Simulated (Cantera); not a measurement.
Adiabatic ignition

An adiabatic, constant-pressure homogeneous reactor starts with CH4 : O2 : N2 : H2O = 1 : 1.25 : 4.7 : 0.96 (molar parts), equivalence ratio 1.6, at 1600 K and 6.02 atm.

Computed with Cantera and GRI-Mech 3.0 (53 species, 325 reactions).

```
t (s)     T (K)     x CH4      x O2  x H2O     x NO2   x H2O2     x HCO      x H
--------  -----  --------  --------  -----  --------  -------  --------  -------
5.00e-6    1600     0.126     0.158  0.121    <1e-12  2.91e-7  1.25e-10  9.42e-8
1.50e-5    1600     0.126     0.158  0.121    <1e-12  4.13e-7   2.71e-9  2.09e-7
4.52e-5    1603     0.125     0.157  0.122    <1e-12  8.66e-7   3.90e-8  6.36e-7
0.000136   1652     0.111     0.148  0.132  7.28e-12  5.56e-6   9.74e-7  8.65e-6
0.000408   2682  1.44e-11  0.000221  0.244   1.64e-8  9.08e-8   3.57e-7  0.00649
0.00123    2679  1.47e-11  0.000215  0.244   3.67e-8  8.92e-8   3.56e-7  0.00645
0.00368    2678  1.49e-11  0.000212  0.244   4.74e-8  8.84e-8   3.56e-7  0.00643
0.0111     2678  1.49e-11  0.000212  0.244   4.76e-8  8.84e-8   3.56e-7  0.00642
0.0333     2678  1.49e-11  0.000212  0.244   4.76e-8  8.84e-8   3.56e-7  0.00642
0.100      2678  1.49e-11  0.000212  0.244   4.76e-8  8.84e-8   3.56e-7  0.00642
```
x: mole fraction; the columns are a selection and need not sum to one.

- time of steepest temperature rise: 0.179 ms
- temperature at 0.100 s: 2678 K
- equilibrium temperature: 2678 K
- x(CH4) at 0.100 s: 1.49e-11 (gas-phase equilibrium 1.70e-11)
- x(O2) at 0.100 s: 0.000212 (gas-phase equilibrium 0.000212)
- x(H2O) at 0.100 s: 0.244 (gas-phase equilibrium 0.244)
